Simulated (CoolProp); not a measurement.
Model: reference Helmholtz-energy equation of state, Lemmon 2003, in CoolProp. It is a pseudo-pure fit of the blend.

### Question
For R404A, give the phase and the Z, viscosity (µPa s), conductivity (mW/(m K)) at 314.5 K and 52.7 bar; 376.4 K and 52.7 bar.

### Answer
- 314.5 K and 52.7 bar: liquid; Z 0.195, viscosity 115, conductivity 66.4
- 376.4 K and 52.7 bar: supercritical; Z 0.507, viscosity 27.1, conductivity 31.5

Viscosity comes from a separate model (Geller 2000). Thermal conductivity comes from a separate model (Geller 2001).
